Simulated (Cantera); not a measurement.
An isothermal plug-flow reactor at 1125 K and 0.217 atm (inlet), inlet velocity 0.82 m/s, active area per volume 120 1/m; feed CH4 : O2 : N2 = 0.0033 : 0.037 : 0.79 (molar parts), equivalence ratio 0.18.

Model: Deutschmann's 1995 Pt surface mechanism with GRI-Mech 3.0 gas chemistry, integrated in Cantera. Catalytic surfaces can have several steady states; this one follows from the mechanism file's or the stated starting coverage. Mass transfer to the wall is taken as infinitely fast.

### Question
What does this change do: temperature 1125 to 1225 K?

### Answer
```
quantity                 before    after
----------------------  -------  -------
x(CH4) at z = 0.0042 m  0.00271  0.00204
x(O2) at z = 0.0042 m    0.0421   0.0408
x(H2O) at z = 0.0042 m  0.00251  0.00381
x(CO2) at z = 0.0042 m  0.00125  0.00189
x(CO) at z = 0.0042 m   3.82e-6  4.90e-6
θ(free Pt) at the exit    0.500    0.621
θ(O*) at the exit         0.500    0.379
```

### Question
What does this change do: CH4 0.0033 to 0.0048 parts?

### Answer
```tsv
quantity	before	after
x(CH4) at z = 0.0042 m	0.00271	0.00392
x(O2) at z = 0.0042 m	0.0421	0.0408
x(H2O) at z = 0.0042 m	0.00251	0.00368
x(CO2) at z = 0.0042 m	0.00125	0.00183
x(CO) at z = 0.0042 m	3.82e-6	5.57e-6
θ(free Pt) at the exit	0.500	0.503
θ(O*) at the exit	0.500	0.497
```

### Question
What does this change do: area per volume 120 to 300 1/m?

### Answer
```tsv
quantity	before	after
x(CH4) at z = 0.0042 m	0.00271	0.00152
x(O2) at z = 0.0042 m	0.0421	0.0397
x(H2O) at z = 0.0042 m	0.00251	0.00489
x(CO2) at z = 0.0042 m	0.00125	0.00244
x(CO) at z = 0.0042 m	3.82e-6	2.16e-6
θ(free Pt) at the exit	0.500	0.502
θ(O*) at the exit	0.500	0.497
```
